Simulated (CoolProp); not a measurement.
Model: reference Helmholtz-energy equation of state, Bücker 2006, in CoolProp.

**Question.** For n-butane, give the phase and the Z, cv (kJ/(kg K)), expansivity (1/kK), viscosity (µPa s) at 79.05 °C and 1.16 MPa; 256.65 °C and 1.16 MPa.

**Answer.** 
- 79.05 °C and 1.16 MPa: liquid; Z 0.0458, cv 1.93, expansivity 3.17, viscosity 95.9
- 256.65 °C and 1.16 MPa: gas; Z 0.952, cv 2.54, expansivity 2.26, viscosity 13.2

Viscosity comes from a separate model (Vogel 1999).
